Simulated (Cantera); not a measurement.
Input: 1 mol Al2O3, 7.9 mol O2, equilibrated at 2300 °C and 670 Pa.

Cantera equilibrium calculation (NASA polynomials, part measured and part estimated; ideal gas, pure solids and liquids). Candidate condensed phases: Al, Al2O3; 9 gas species. Equilibrium is a limit: real reactors are often held back by kinetics, nucleation or transport.

### Question
What is the equilibrium state?

### Answer
```
Property                             Result
--------------------------------  ---------
x(O2)                                 0.778
x(O)                                  0.222
x(AlO)                             0.000158
x(AlO2)                             7.93e-6
x(Al)                               4.58e-6
n(Al2O3(l))                       0.999 mol
gas amount                        8.886 mol
log10 activity of Al(l) (absent)      -7.04
```
